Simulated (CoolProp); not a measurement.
A single-stage vapour-compression cycle with R407C: evaporating at 247.15 K (dew point), condensing at 271.15 K (bubble point), superheat 0 K, subcooling 8 K, compressor efficiency 0.6, no pressure losses. Each further row changes one setting.

The numbers come from the reference Helmholtz-energy equation of state, Lemmon 2003 in CoolProp. It is a pseudo-pure fit of the blend.

```
case                              cooling COP  pressure ratio  discharge temperature (K)  refrigerating effect (kJ/kg)  volumetric capacity (kJ/m³)
--------------------------------  -----------  --------------  -------------------------  ----------------------------  ---------------------------
as stated                                4.53            3.20                      309.8                           210                         1550
evaporating temperature 252.15 K            ?            2.58                      303.5                             ?                         1930
condensing temperature 266.15 K          5.51               ?                      300.6                           217                         1600
subcooling 13 K                          4.68            3.20                      309.8                           217                         1600
superheat 10 K                              ?            3.20                      321.2                             ?                         1530
compressor efficiency 0.5                3.77            3.20                          ?                           210                         1550
```

Problem. Complete the blanks.

Solution. 
- evaporating temperature 252.15 K, cooling COP: 5.64
- evaporating temperature 252.15 K, refrigerating effect (kJ/kg): 212
- condensing temperature 266.15 K, pressure ratio: 2.71
- superheat 10 K, cooling COP: 4.48
- superheat 10 K, refrigerating effect (kJ/kg): 218
- compressor efficiency 0.5, discharge temperature (K): 319.8
